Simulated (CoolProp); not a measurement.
Saturated liquid density (kg/m³) of c-C4F8 (RC318): the reference equation beside estimates from Tc = 115.2 °C, pc = 2.778 MPa, ω = 0.355. Rackett uses Z = 0.29056 − 0.08775 ω.

Values from CoolProp's reference Helmholtz-energy equation of state, Platzer 1990. This equation is an older, rougher fit; its heat capacities, sound speeds and derivatives of the liquid may be far off and weren't checked against measurements.

```json
[
 {"T (°C)": "-10.25", "reference": "1630", "Rackett": "1762", "Peng-Robinson": "1740"},
 {"T (°C)": "-4.85", "reference": "1611", "Rackett": "1741", "Peng-Robinson": "1719"},
 {"T (°C)": "0.65", "reference": "1591", "Rackett": "1719", "Peng-Robinson": "1697"},
 {"T (°C)": "6.05", "reference": "1572", "Rackett": "1697", "Peng-Robinson": "1674"},
 {"T (°C)": "11.55", "reference": "1551", "Rackett": "1673", "Peng-Robinson": "1650"},
 {"T (°C)": "16.95", "reference": "1530", "Rackett": "1650", "Peng-Robinson": "1626"},
 {"T (°C)": "22.45", "reference": "1509", "Rackett": "1626", "Peng-Robinson": "1600"},
 {"T (°C)": "27.95", "reference": "1486", "Rackett": "1601", "Peng-Robinson": "1572"},
 {"T (°C)": "33.35", "reference": "1464", "Rackett": "1575", "Peng-Robinson": "1543"},
 {"T (°C)": "38.85", "reference": "1440", "Rackett": "1549", "Peng-Robinson": "1513"},
 {"T (°C)": "44.25", "reference": "1416", "Rackett": "1522", "Peng-Robinson": "1481"},
 {"T (°C)": "49.75", "reference": "1391", "Rackett": "1493", "Peng-Robinson": "1447"}
]
```

Absolute difference from the reference over all 12 rows, mean and median: Rackett 7.8 and 7.8 %, Peng-Robinson 5.8 and 6.2 %.
